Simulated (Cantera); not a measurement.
Feed: 1 mol Si, 0.46 mol H2O, 180 mol N2, held at 1473 K and 15000 Pa.

Equilibrium computed with Cantera from the NASA thermochemical tables; the gas is ideal and each condensed phase is pure. N2 is the only nitrogen source here; it is nearly inert below about 1500 K, so the nitride shown seldom forms there in practice. Mutual solubility and eutectic melting of coexisting phases are not modelled. Rates play no part.

| species | before | after |
|---|---|---|
| N2 | 0.997 | 0.997 |
| H2 | 0.00256 | 0.00255 |
| Si2N2O(s), mol | 0.460 | 0.460 |
| Si3N4(s), mol | 0.0267 | 0.693 |
Gas species are given as mole fractions.

Problem. Which change was made?
(A) temperature from 1473 K to 2273 K
(B) pressure from 15000 Pa to 0.740 Pa
(C) H2O from 0.46 to 0.017 mol
(D) Si replaced by Si3N4

Solution. D, Si replaced by Si3N4
